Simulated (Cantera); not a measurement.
Feed: 1 mol SiF4, 3.8 mol O3, 92 mol N2, 16 mol H2O, held at 0.280 bar.

Method: chemical equilibrium by Gibbs-energy minimisation in Cantera with the NASA 1993 tables (ideal gas, pure condensed phases). Candidate condensed phases: H2O, Si, SiO2, Si2N2O, Si3N4; 58 gas species. The tables hold silica as quartz up to 1696 K and as liquid above; real silica turns to tridymite and cristobalite and melts near 1996 K. Gases not in the tables: Si(OH)4. The numbers say what is thermodynamically allowed, not how fast it happens.

### Question
Which condensed phases are stable at each of these points (T (K)): 700, 775, 850, 925, 1000, 1075, 1150, 1225, 1300, 1375, 1450?

### Answer
| T (K) | condensed phases | Si condensed (%) |
|---|---|---|
| 700 | SiO2(α-quartz) | 60.0 |
| 775 | SiO2(α-quartz) | 78.4 |
| 850 | SiO2(β-quartz) | 90.7 |
| 925 | SiO2(β-quartz) | 96.5 |
| 1000 | SiO2(β-quartz) | 98.6 |
| 1075 | SiO2(β-quartz) | 99.4 |
| 1150 | SiO2(β-quartz) | 99.7 |
| 1225 | SiO2(β-quartz) | 99.9 |
| 1300 | SiO2(β-quartz) | 99.9 |
| 1375 | SiO2(β-quartz) | 100.0 |
| 1450 | SiO2(β-quartz) | 100.0 |

From 700 K to 775 K the condensed part is SiO2(α-quartz). From 850 K to 1450 K the condensed part is SiO2(β-quartz).
